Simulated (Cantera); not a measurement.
A perfectly stirred reactor is fed with 4.79 % C₃H₈, 20.0 % O₂, 75.2 % N₂, at 2.07 atm; it is adiabatic with a 550 K inlet, and is followed from long to short residence time, starting on the burning branch (τ in s: 0.2, 0.062, 0.02, 0.0062, 0.002, 0.00062, 0.0002, 6.2e-05, 2e-05, 6.2e-06).

Model: GRI-Mech 3.0 (53 species, 325 reactions), integrated in Cantera. GRI-Mech 3.0 was tuned for natural gas; its chemistry of propane as a main component is partial and can be far from experiment.

One state of this run: T (K) = 2323; x C₃H₈ = 9.53e-7; x O₂ = 0.00149; x NO = 0.000655; x N₂O = 8.55e-8; x C₂H = 9.90e-8. x: mole fraction; the columns are a selection and need not sum to one.

**Question.** Which value of τ (s) does it belong to?
(A) 0.0062
(B) 2.0e-5
(C) 0.00020
(D) 0.00062

**Answer.** A, 0.0062
